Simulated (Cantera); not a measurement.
An isothermal, constant-pressure homogeneous reactor starts with 1.10 % H₂, 50.0 % O₂, 49.0 % N₂, equivalence ratio 0.011, at 1275 K and 0.0133 bar.

Detailed kinetics in Cantera: GRI-Mech 3.0 (53 species, 325 reactions). Radical loss at walls, strong at low pressure, is not modelled.

Question: Predict: x(H₂) at 20.0 s; x(O₂) at 20.0 s; x(H) at 20.0 s; x(OH) at 20.0 s; x(NO) at 20.0 s.

Answer: 
```
Quantity                                            Value
---------------  ----------------------------------------
x(H₂) at 20.0 s   7.53e-8 (gas-phase equilibrium 7.54e-9)
x(O₂) at 20.0 s       0.497 (gas-phase equilibrium 0.497)
x(H) at 20.0 s   1.74e-8 (gas-phase equilibrium 5.58e-10)
x(OH) at 20.0 s   3.00e-5 (gas-phase equilibrium 9.51e-6)
x(NO) at 20.0 s  1.56e-7 (gas-phase equilibrium 0.000410)
```
